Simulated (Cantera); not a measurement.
Equilibrium for nitride etching: Si3N4 + NF3 + N2

A closed system holds: 1 mol Si3N4, a varied amount of NF3, 2.5 mol N2, at 925 K and 75.0 Torr.

Equilibrium computed with Cantera from the NASA thermochemical tables; the gas is ideal and each condensed phase is pure. Candidate condensed phases: Si, Si3N4; 16 gas species. Rates play no part.

From 0.53 mol NF3 to 3.5 mol NF3 the condensed part is Si3N4(s). From 4.5 mol NF3 to 7.5 mol NF3 nothing is condensed. The main Si-bearing gas is SiF4 throughout.

```csv
n(NF3) (mol),log p N2,log p SiF4,log p F2,log p F,log p NF3,log p SiF3,log p NF2,n Si3N4(s)
0.53,-1.05,-1.94,<-13,<-13,<-13,-7.06,<-13,0.868
1.5,-1.11,-1.66,<-13,<-13,<-13,-6.85,<-13,0.625
2.5,-1.14,-1.56,<-13,<-13,<-13,-6.77,<-13,0.375
3.5,-1.16,-1.52,<-13,<-13,<-13,-6.73,<-13,0.125
4.5,-1.20,-1.55,-2.28,-2.50,-3.86,<-13,-7.42,0
5.5,-1.25,-1.63,-1.85,-2.28,-3.24,<-13,-7.01,0
6.5,-1.29,-1.69,-1.68,-2.20,-3.01,<-13,-6.86,0
7.5,-1.32,-1.75,-1.59,-2.15,-2.89,<-13,-6.78,0
```
log p: log10 of the partial pressure in bar; n: condensed amount in mol.
